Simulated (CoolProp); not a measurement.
Properties of methanol along the isotherm 564.5 K.

Computed with CoolProp (reference Helmholtz-energy equation of state, de Reuck 1993).

```csv
p (kPa),phase,cp (kJ/(kg K)),cv (kJ/(kg K)),isothermal compressibility (1/MPa),viscosity (µPa s),Prandtl number,fugacity coefficient
4560,gas,2.860,2.284,0.2592,18.5,0.934,0.8782
9130,supercritical,4.670,2.956,0.1728,20.5,1.30,0.7574
13700,supercritical,8.997,3.525,0.1744,29.5,2.39,0.6419
18300,supercritical,8.224,3.493,0.06694,43.3,2.38,0.5397
22800,supercritical,6.365,3.391,0.02667,52.3,2.08,0.4690
27400,supercritical,5.694,3.342,0.01611,59.0,2.03,0.4191
32000,supercritical,5.307,3.315,0.01128,64.5,2.03,0.3833
36500,supercritical,5.056,3.297,0.008620,69.3,2.05,0.3573
41100,supercritical,4.876,3.283,0.006913,73.7,2.08,0.3370
```

The peak of cp marks the crossing from liquid-like to gas-like fluid above the critical point.

Viscosity comes from a separate model (Xiang 2006). Thermal conductivity comes from a separate model (Sykioti 2013).
